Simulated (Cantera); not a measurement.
A freely propagating, adiabatic, planar premixed flame of CH4 : O2 : N2 = 1 : 2.17 : 8.91 (molar parts), equivalence ratio 0.92, unburnt at 375 K and 0.132 atm; mixture-averaged transport, grid criteria slope 0.08 and curve 0.16, no radiation.

Detailed kinetics in Cantera: GRI-Mech 3.0 (53 species, 325 reactions). Burning velocities carry a grid error of a few per cent, more on coarse grids.

Task: What does this change do: N2 8.91 to 6.7 parts?

Result: 
| quantity | before | after |
|---|---|---|
| laminar burning velocity | 72.4 cm/s | 107 cm/s |
| thermal thickness | 2.51 mm | 1.90 mm |
| peak x(CH2O) | 0.000752 | 0.00110 |
| peak x(C2H) | 4.60e-8 | 1.72e-7 |
| peak x(H) | 0.0118 | 0.0158 |
